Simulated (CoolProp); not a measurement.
Vapour-liquid equilibrium of R143a (1) + R236FA (2) at 0.252 MPa; x and y are mole fractions of (1).

The numbers come from the multi-fluid Helmholtz-energy mixture model, Lemmon and Jacobsen 2000 and Pan 2012; pair parameters Bell 2016 in CoolProp.

```json
[
 {"x": "0.05", "bubble temperature, mixture model (K)": "291.8", "bubble temperature, Raoult's law (K)": "290.7", "y, mixture model": "0.163", "y, Raoult's law": "0.205"},
 {"x": "0.125", "bubble temperature, mixture model (K)": "286.1", "bubble temperature, Raoult's law (K)": "284.1", "y, mixture model": "0.361", "y, Raoult's law": "0.426"},
 {"x": "0.2", "bubble temperature, mixture model (K)": "280.8", "bubble temperature, Raoult's law (K)": "278.4", "y, mixture model": "0.514", "y, Raoult's law": "0.577"},
 {"x": "0.275", "bubble temperature, mixture model (K)": "276.0", "bubble temperature, Raoult's law (K)": "273.6", "y, mixture model": "0.632", "y, Raoult's law": "0.685"},
 {"x": "0.35", "bubble temperature, mixture model (K)": "___", "bubble temperature, Raoult's law (K)": "269.3", "y, mixture model": "0.721", "y, Raoult's law": "0.763"},
 {"x": "0.425", "bubble temperature, mixture model (K)": "267.7", "bubble temperature, Raoult's law (K)": "265.6", "y, mixture model": "0.790", "y, Raoult's law": "0.821"},
 {"x": "0.5", "bubble temperature, mixture model (K)": "264.1", "bubble temperature, Raoult's law (K)": "262.4", "y, mixture model": "___", "y, Raoult's law": "0.866"},
 {"x": "0.575", "bubble temperature, mixture model (K)": "260.8", "bubble temperature, Raoult's law (K)": "259.4", "y, mixture model": "0.885", "y, Raoult's law": "0.900"},
 {"x": "0.65", "bubble temperature, mixture model (K)": "257.9", "bubble temperature, Raoult's law (K)": "256.8", "y, mixture model": "0.917", "y, Raoult's law": "0.927"},
 {"x": "0.725", "bubble temperature, mixture model (K)": "255.2", "bubble temperature, Raoult's law (K)": "254.4", "y, mixture model": "___", "y, Raoult's law": "0.949"},
 {"x": "0.8", "bubble temperature, mixture model (K)": "252.7", "bubble temperature, Raoult's law (K)": "252.2", "y, mixture model": "0.963", "y, Raoult's law": "0.967"},
 {"x": "0.875", "bubble temperature, mixture model (K)": "250.5", "bubble temperature, Raoult's law (K)": "250.2", "y, mixture model": "0.979", "y, Raoult's law": "0.981"},
 {"x": "0.95", "bubble temperature, mixture model (K)": "248.5", "bubble temperature, Raoult's law (K)": "248.4", "y, mixture model": "0.993", "y, Raoult's law": "0.993"}
]
```

### Question
Complete the blanks.

### Answer

- 0.35, bubble temperature, mixture model (K): 271.7
- 0.5, y, mixture model: 0.844
- 0.725, y, mixture model: 0.943

The largest gap from Raoult's law is +2.4 K in bubble temperature, at x = 0.275. No azeotrope shows between x = 0.05 and 0.95.

Pair parameters are fitted to limited data, so mixtures are less certain than the pure fluids.
